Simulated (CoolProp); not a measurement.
Model: reference Helmholtz-energy equation of state, Bücker 2006, in CoolProp.

Task: Give the vapour pressure (bar), liquid density (kg/m³), vapour Z, liquid viscosity (µPa s) of saturated isobutane at 43.25, 55.25, 57.65 °C.

Result: 
```tsv
T (°C)	p (bar)	liquid density (kg/m³)	vapour Z	liquid viscosity (µPa s)
43.25	5.78	527	0.860	125
55.25	7.78	510	0.827	111
57.65	8.23	506	0.820	108
```

Viscosity comes from a separate model (Vogel 2000).
